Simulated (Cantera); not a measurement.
Feed: 1 mol SiH2Cl2, 1.9 mol HCl, 7.7 mol H2, equilibrated at 21000 Pa.

Equilibrium computed with Cantera from the NASA thermochemical tables; the gas is ideal and each condensed phase is pure. Candidate condensed phases: Si; 19 gas species. The tables' values for SiCl3 are old estimates; treat these amounts as uncertain. Rates play no part. All values below are at 700 °C.

Base state: H2 0.890, SiCl4 0.0702, SiHCl3 0.0225, HCl 0.0156, SiH2Cl2 0.000755, SiCl3 0.000634, SiCl2 0.000164 (mole fractions); condensed: gas only.

### Question
What changes in the equilibrium state with this change: SiH2Cl2 replaced by Si2H6?

### Answer
```tsv
species	before	after
H2	0.890	0.949
SiCl4	0.0702	0.0256
SiHCl3	0.0225	0.0139
HCl	0.0156	0.00978
SiH3Cl	6.39e-6	1.14e-5
SiCl3	0.000634	0.000380
SiH2Cl2	0.000755	0.000794
SiCl2	0.000164	0.000162
Si(s), mol	0	1.51
```
The feed counts by its element totals alone.
